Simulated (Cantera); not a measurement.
## Ignition delay

Mixture: 6.41 % CH₄, 18.8 % O₂, 71.1 % N₂, 3.65 % H₂O, at 3750 Torr, adiabatic and at constant volume. Ignition delay is the time to a rise of 400 K.

Computed with Cantera and GRI-Mech 3.0 (53 species, 325 reactions).

| T0 (K) | delay (ms) |
|---|---|
| 1050 | 66.8 |
| 1150 | 15.8 |
| 1250 | 4.42 |
| 1350 | 1.39 |
| 1450 | 0.482 |
| 1550 | 0.183 |
| 1650 | 0.0768 |
| 1750 | 0.0357 |

- apparent activation energy between 1550 and 1750 K: 180 kJ/mol
